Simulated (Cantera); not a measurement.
An isothermal, constant-pressure homogeneous reactor starts with H2 : O2 = 0.043 : 1 (molar parts), equivalence ratio 0.021, at 975 K and 20.0 Torr.

Computed with Cantera and the H2/O2 subset of GRI-Mech 3.0, which has no nitrogen chemistry. Radical loss at walls, strong at low pressure, is not modelled. The temperature is held fixed by assumption; the heat of reaction is taken as removed at once.

x: mole fraction; the columns are a selection and need not sum to one.

```json
[
 {"t (s)": "1.00e-5", "x H2": "0.0412", "x O2": "0.959", "x H2O2": "<1e-12", "x O": "<1e-12", "x HO2": "3.81e-12"},
 {"t (s)": "6.88e-5", "x H2": "0.0412", "x O2": "0.959", "x H2O2": "<1e-12", "x O": "8.68e-12", "x HO2": "2.65e-11"},
 {"t (s)": "0.000473", "x H2": "0.0412", "x O2": "0.959", "x H2O2": "<1e-12", "x O": "3.92e-10", "x HO2": "1.98e-10"},
 {"t (s)": "0.00325", "x H2": "0.0409", "x O2": "0.959", "x H2O2": "(withheld)", "x O": "0.000149", "x HO2": "5.52e-6"},
 {"t (s)": "0.0224", "x H2": "0.000113", "x O2": "0.957", "x H2O2": "(withheld)", "x O": "0.00119", "x HO2": "5.56e-6"},
 {"t (s)": "0.154", "x H2": "2.61e-6", "x O2": "0.958", "x H2O2": "(withheld)", "x O": "2.92e-5", "x HO2": "5.55e-7"},
 {"t (s)": "1.06", "x H2": "5.87e-8", "x O2": "0.958", "x H2O2": "(withheld)", "x O": "1.26e-6", "x HO2": "3.73e-8"},
 {"t (s)": "7.27", "x H2": "3.06e-9", "x O2": "0.958", "x H2O2": "(withheld)", "x O": "1.08e-7", "x HO2": "3.60e-9"},
 {"t (s)": "50.0", "x H2": "3.20e-10", "x O2": "0.958", "x H2O2": "3.24e-10", "x O": "1.27e-8", "x HO2": "5.31e-10"}
]
```

Problem. What belongs in the gaps?

Solution. 
- 0.00325, x H2O2: 3.10e-9
- 0.0224, x H2O2: 1.59e-7
- 0.154, x H2O2: 6.12e-8
- 1.06, x H2O2: 1.23e-8
- 7.27, x H2O2: 2.04e-9
